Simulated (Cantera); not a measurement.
Input: 1 mol Al, 1.1 mol H₂O, 3.1 mol N₂, equilibrated at 2000 K and 100 Torr.

Cantera equilibrium calculation (NASA polynomials, part measured and part estimated; ideal gas, pure solids and liquids). Candidate condensed phases: Al, AlN, Al₂O₃, H₂O; 35 gas species. Mutual solubility and eutectic melting of coexisting phases are not modelled. Condensed phases not in the tables: aluminium oxynitride. The numbers say what is thermodynamically allowed, not how fast it happens.

Base state: N₂ 0.728, H₂ 0.269, H 0.00231, Al 0.000494, Al₂O 0.000277, AlH 2.61e-5, H₂O 1.90e-5 (mole fractions); condensed: AlN(s) + Al₂O₃(s).

Question: What changes in the equilibrium state with this change: pressure from 100 Torr to 2.25 Torr?

Answer: 
```csv
species,before,after
N₂,0.728,0.694
H₂,0.269,0.239
Al,0.000494,0.0322
Al₂O,0.000277,0.0205
H,0.00231,0.0145
AlH,2.61e-5,0.000241
AlOH,9.95e-6,7.10e-5
H₂O,1.90e-5,1.31e-5
"AlN(s), mol",0.263,0
"Al₂O₃(s), mol",0.366,0.336
```
The tables' values for AlOH are old estimates; treat these amounts as uncertain.

Question: What changes in the equilibrium state with this change: H₂O from 1.1 to 0.39 mol?

Answer: 
```
species          before     after
-------------  --------  --------
N₂                0.728     0.874
H₂                0.269     0.124
H               0.00231   0.00157
Al             0.000494  0.000451
H₂O             1.90e-5   9.34e-6
AlH             2.61e-5   1.62e-5
AlN(s), mol       0.263     0.738
Al₂O₃(s), mol     0.366     0.130
```

Question: What changes in the equilibrium state with this change: temperature from 2000 K to 1198 K?

Answer: 
```
species          before    after
-------------  --------  -------
N₂                0.728    0.730
H₂                0.269    0.270
H₂O             1.90e-5  4.55e-7
H               0.00231  2.71e-7
Al             0.000494    <1e-9
Al₂O           0.000277    <1e-9
AlH             2.61e-5    <1e-9
AlN(s), mol       0.263    0.267
Al₂O₃(s), mol     0.366    0.367
```
